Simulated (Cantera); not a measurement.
Charge: 1 mol Fe(CO)₅, 94 mol H₂, equilibrated at 750 Torr.

Cantera equilibrium calculation (NASA polynomials, part measured and part estimated; ideal gas, pure solids and liquids). Candidate condensed phases: C, C₆H₆, C₇H₈, C₈H₁₈, Fe, Fe(CO)₅, FeO, Fe(OH)₂, Fe(OH)₃, Fe₂O₃, Fe₃O₄, H₂O; 114 gas species. Kinetics and transport are ignored.

x: gas mole fraction; n: condensed amount in mol.

| T (K) | x H₂ | x CO | x CH₄ | x H₂O | x CO₂ | x H | n Fe(α) | n Fe(γ) |
|---|---|---|---|---|---|---|---|---|
| 1048 | 0.931 | 0.0339 | 0.0176 | 0.0169 | 0.000731 | 7.45e-9 | 1.00 | 0 |
| 1098 | 0.938 | 0.0404 | 0.0108 | 0.0104 | 0.000443 | 2.40e-8 | 1.00 | 0 |
| 1148 | 0.942 | 0.0443 | 0.00664 | 0.00639 | 0.000254 | 6.95e-8 | 1.00 | 0 |
| 1198 | 0.945 | 0.0466 | 0.00417 | 0.00402 | 0.000145 | 1.85e-7 | 0 | 1.00 |
| 1248 | 0.947 | 0.0480 | 0.00268 | 0.00260 | 8.47e-5 | 4.54e-7 | 0 | 1.00 |
| 1298 | 0.948 | 0.0489 | (withheld) | (withheld) | (withheld) | (withheld) | 0 | 1.00 |
| 1348 | 0.948 | 0.0494 | 0.00121 | 0.00118 | 3.14e-5 | 2.25e-6 | 0 | 1.00 |
| 1398 | 0.949 | 0.0497 | 0.000848 | 0.000828 | 2.01e-5 | 4.61e-6 | 0 | 1.000 |
| 1448 | 0.949 | 0.0499 | 0.000607 | 0.000594 | 1.32e-5 | 8.98e-6 | 0 | 1.000 |
| 1498 | 0.949 | 0.0501 | 0.000444 | 0.000436 | 8.92e-6 | 1.67e-5 | 0 | 1.000 |
| 1548 | 0.949 | 0.0502 | (withheld) | (withheld) | (withheld) | (withheld) | 0 | 1.000 |
| 1598 | 0.949 | 0.0503 | 0.000252 | 0.000249 | 4.40e-6 | 5.19e-5 | 0 | 1.000 |

Question: Fill in the missing entries.

Answer: 
- 1548, x CH₄: 0.000331
- 1548, x H₂O: 0.000326
- 1548, x CO₂: 6.19e-6
- 1548, x H: 3.00e-5
- 1298, x CH₄: 0.00178
- 1298, x H₂O: 0.00173
- 1298, x CO₂: 5.08e-5
- 1298, x H: 1.04e-6
